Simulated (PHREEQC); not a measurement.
Solution (25 °C): 0.0032 mol HCl, 0.00032 mol FeSO4 and 0.00081 mol Na2SO4 per kg of water. Closed to the air; pH follows from the charge balance.

All values are PHREEQC results (ion-association model, phreeqc.dat), not measurements.

```
quantity                          before     after
------------------------------  --------  --------
pH                                  2.56      3.16
ionic strength (mol/kgw)         0.00641   0.00665
SO4-2 (mol/kgw)                 0.000908   0.00103
Fe+2 (mol/kgw)                  0.000294  0.000292
HSO4- (mol/kgw)                 0.000192   5.38e-5
FeSO4 (mol/kgw)                  2.46e-5   2.73e-5
SI of Melanterite (FeSO4:7H2O)     -4.65     -4.60
SI of Halite (NaCl)                -6.93     -6.93
```

**Question.** Name the change that produced these shifts.
A) 0.0024 mol/kgw KOH added
B) HCl replaced by MgCl2 at the same molality
C) HCl from 0.0032 to 0.00032 mol/kgw
D) 0.00017 mol/kgw Na2CO3 added
E) Na2SO4 from 0.00081 to 0.00162 mol/kgw

**Answer.** A, 0.0024 mol/kgw KOH added

No solid was allowed to form.
